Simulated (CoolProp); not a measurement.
Carbon monoxide along the isobar 5.16 MPa: density (kg/m³) from the reference equation and from simpler models built on Tc = -140.3 °C, pc = 3.498 MPa, ω = 0.050; each cubic takes its own stable root.

Model: reference Helmholtz-energy equation of state, Lemmon 2006, in CoolProp. It is a short technical equation, of lower accuracy than the large ones.

```json
[
 {"T (°C)": "-173.15", "phase": "liquid", "reference": "725.1", "van der Waals": "510.7", "Soave-Redlich-Kwong": "719.2", "Peng-Robinson": "811.6"},
 {"T (°C)": "-159.05", "phase": "liquid", "reference": "651.3", "van der Waals": "465.3", "Soave-Redlich-Kwong": "632.8", "Peng-Robinson": "713.1"},
 {"T (°C)": "-144.95", "phase": "liquid", "reference": "551.6", "van der Waals": "405.4", "Soave-Redlich-Kwong": "513.3", "Peng-Robinson": "573.5"},
 {"T (°C)": "-130.85", "phase": "supercritical", "reference": "320.6", "van der Waals": "305.9", "Soave-Redlich-Kwong": "295.0", "Peng-Robinson": "316.6"},
 {"T (°C)": "-116.75", "phase": "supercritical", "reference": "170.9", "van der Waals": "182.6", "Soave-Redlich-Kwong": "168.5", "Peng-Robinson": "177.6"},
 {"T (°C)": "-102.65", "phase": "supercritical", "reference": "133.7", "van der Waals": "140.4", "Soave-Redlich-Kwong": "132.2", "Peng-Robinson": "138.1"},
 {"T (°C)": "-88.55", "phase": "supercritical", "reference": "113.5", "van der Waals": "118.5", "Soave-Redlich-Kwong": "112.3", "Peng-Robinson": "116.6"},
 {"T (°C)": "-74.45", "phase": "supercritical", "reference": "100.1", "van der Waals": "104.0", "Soave-Redlich-Kwong": "98.96", "Peng-Robinson": "102.3"}
]
```
